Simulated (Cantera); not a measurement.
A closed system holds: 1 mol Fe(CO)₅, 0.037 mol CO, 28 mol N₂, equilibrated at 873.15 K and 1000 Pa.

Method: chemical equilibrium by Gibbs-energy minimisation in Cantera with the NASA 1993 tables (ideal gas, pure condensed phases). Candidate condensed phases: C, Fe, Fe(CO)₅, FeO, Fe₂O₃, Fe₃O₄; 27 gas species. Condensed phases not in the tables: cementite and carbon dissolved in iron. Rates play no part.

Base state: N₂ 0.850, CO 0.148, CO₂ 0.00247 (mole fractions); condensed: C(graphite) + Fe(α).

Problem. What changes in the equilibrium state with this change: temperature from 873.15 K to 1048.15 K?

Solution. 
```tsv
species	before	after
N₂	0.850	0.848
CO	0.148	0.152
CO₂	0.00247	5.14e-5
C(graphite), mol	0.0815	0.00170
Fe(α), mol	1.00	1.00
```
